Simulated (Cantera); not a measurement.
Feed: 1 mol CH₃Cl, 0.093 mol H₂, held at 3523 K and 0.180 bar.

Equilibrium computed with Cantera from the NASA thermochemical tables; the gas is ideal and each condensed phase is pure. The tables' values for CCl are old estimates; treat these amounts as uncertain. Rates play no part.

```tsv
species	before	after
H	0.505	0.300
H₂	0.119	0.233
HCl	0.0700	0.183
C₂H₂ (acetylene)	0.0116	0.0524
C	0.0128	0.00348
C₃	0.0557	0.0348
C₂H	0.0160	0.0218
Cl	0.197	0.157
C₆H₂	2.10e-5	0.000496
C₃H₃ (propargyl)	9.90e-7	2.23e-5
C₂H₃ (vinyl)	7.48e-7	1.11e-5
C₄H₂	0.000476	0.00491
CH₃	4.83e-6	4.74e-5
C₂HCl	0.000253	0.00152
C(graphite), mol	0	0.106
```
Gas species are given as mole fractions.

What was changed between the two runs?
A. temperature from 3523 K to 2998.15 K
B. temperature from 3523 K to 3050 K
C. H₂ from 0.093 to 1.4 mol
D. pressure from 0.180 bar to 1.00 bar

D, pressure from 0.180 bar to 1.00 bar
